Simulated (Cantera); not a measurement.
A freely propagating, adiabatic, planar premixed flame of CO : H2 : O2 : N2 = 1 : 1.3 : 0.821 : 3.37 (molar parts), unburnt at 575 K and 46000 Pa; mixture-averaged transport, grid criteria slope 0.08 and curve 0.16, no radiation.

Cantera simulation using GRI-Mech 3.0 (53 species, 325 reactions); the numbers are that mechanism's predictions, not measurements. Burning velocities carry a grid error of a few per cent, more on coarse grids.

x: mole fraction of selected species; z is measured from the peak of heat release.

```csv
z (mm),T (K),u (m/s),x CO,x H2,x O2,x NO,x O,x OH
-4.44,575,4.91,0.154,0.200,0.126,<1e-8,<1e-8,<1e-8
-2.96,575,4.91,0.154,0.200,0.126,<1e-8,<1e-8,<1e-8
-2.22,575,4.91,0.154,0.200,0.126,<1e-8,<1e-8,<1e-8
-1.48,575,4.91,0.154,0.200,0.126,<1e-8,<1e-8,<1e-8
-0.741,581,4.96,0.154,0.199,0.126,<1e-8,3.69e-6,1.51e-5
-0.370,(withheld),6.21,0.154,0.178,0.122,<1e-8,0.000213,0.000446
0,(withheld),9.55,0.144,0.0942,0.0832,6.35e-7,0.00597,0.00274
0.370,(withheld),11.9,0.118,0.0392,0.0337,4.32e-6,0.0125,0.00691
0.741,(withheld),12.9,0.100,0.0374,0.0218,8.80e-6,0.0122,0.00886
1.48,1753,13.9,0.0887,0.0410,0.0163,1.61e-5,0.0105,0.0105
2.96,1896,14.8,0.0893,0.0411,0.0135,2.59e-5,0.00837,0.0117
5.93,2037,15.8,0.0909,0.0393,0.0107,3.86e-5,0.00603,0.0120
11.9,2169,16.6,0.0906,0.0368,0.00756,5.81e-5,0.00382,0.0111
```

Problem. Some entries are withheld; supply them.

Solution. 
- -0.370, T (K): 738
- 0, T (K): 1163
- 0.370, T (K): 1465
- 0.741, T (K): 1607
